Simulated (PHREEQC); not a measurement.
Solution (90 °C): 0.0047 mol Cu(NO3)2, 0.031 mol HNO3 and 0.55 mol NaCl per kg of water. Closed to the air; pH follows from the charge balance.

All values are PHREEQC results (ion-association model, phreeqc.dat), not measurements.

### Question
The ionic strength comes out as 0.587 mol/kgw. What activity coefficients do Na+, CuCl+, NO3-, CuCl3-, Cl- get?

### Answer
Na+ 0.68, CuCl+ 0.60, NO3- 0.56, CuCl3- 0.60, Cl- 0.60.

Precipitation was switched off in this run. Complexes and solids missing from the database can't appear. Away from 25 °C the constants follow the database's enthalpies or fits; those with neither stay at their 25 °C values.
